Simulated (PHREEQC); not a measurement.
Solution (25 °C): 0.0083 mol/kgw CuCl2, 0.012 mol/kgw HBF4 and 0.00032 mol/kgw Na2SO4. It is in equilibrium with CO2 at log p = -3.4 (atm). Otherwise closed; pH follows from the charge balance.

The numbers come from PHREEQC with the ion-association model, wateq4f.dat.

Precipitation was switched off in this run.

Order these B species by the share of B that they hold, largest first: BF3OH-, H3BO3, BF2(OH)2-, BF4-.

BF4- (82 %), H3BO3 (12 %), BF3OH- (4.9 %), BF2(OH)2- (1.1 %)

The pH is 2.02 and the ionic strength 0.0360 mol/kgw. Real BF4- forms and hydrolyses slowly; the run takes it at equilibrium.
